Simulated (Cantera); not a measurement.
A freely propagating, adiabatic, planar premixed flame of H₂ : O₂ : N₂ = 1 : 0.588 : 2.21 (molar parts), unburnt at 475 K and 1.70 bar; mixture-averaged transport, grid criteria slope 0.08 and curve 0.16, no radiation.

Detailed kinetics in Cantera: the H2/O2 subset of GRI-Mech 3.0, which has no nitrogen chemistry. Burning velocities carry a grid error of a few per cent, more on coarse grids.

x: mole fraction of selected species; z is measured from the peak of heat release.

```
z (mm)   T (K)  u (m/s)     x H₂    x O₂      x H     x HO₂   x H₂O₂       x O
-------  -----  -------  -------  ------  -------  --------  -------  --------
-0.625     475     4.07    0.263   0.155    <1e-8     <1e-8    <1e-8     <1e-8
-0.416     475     4.07    0.263   0.155    <1e-8     <1e-8    <1e-8     <1e-8
-0.312     475     4.07    0.263   0.155    <1e-8         ?    <1e-8     <1e-8
-0.208     475     4.07    0.263   0.155    <1e-8   4.59e-7  1.72e-8   1.42e-8
-0.104     503     4.25    0.250   0.157  1.98e-5  0.000243  1.25e-5   4.37e-6
-0.0520    777     6.34    0.206   0.151  0.00289  0.000400  5.95e-5  0.000274
0         1231     9.73    0.123   0.116   0.0186  0.000168  1.46e-5   0.00389
0.0520    1547     12.1   0.0557  0.0676   0.0308   8.15e-5  4.73e-6   0.00941
0.104     1715     13.3   0.0338  0.0477   0.0295   4.90e-5  2.61e-6    0.0110
0.208     1885     14.5   0.0265  0.0396   0.0210   3.10e-5  1.35e-6   0.00956
0.416     2042     15.6        ?       ?        ?         ?        ?         ?
0.833     2174     16.4   0.0154  0.0322  0.00627   1.14e-5  5.17e-7   0.00424
1.67      2267     17.0  0.00974  0.0299  0.00277   6.84e-6  3.86e-7   0.00242
```

Task: Complete the blanks.

Result: 
- -0.312, x HO₂: 1.30e-8
- 0.416, x H₂: 0.0215
- 0.416, x O₂: 0.0355
- 0.416, x H: 0.0124
- 0.416, x HO₂: 1.94e-5
- 0.416, x H₂O₂: 7.77e-7
- 0.416, x O: 0.00680
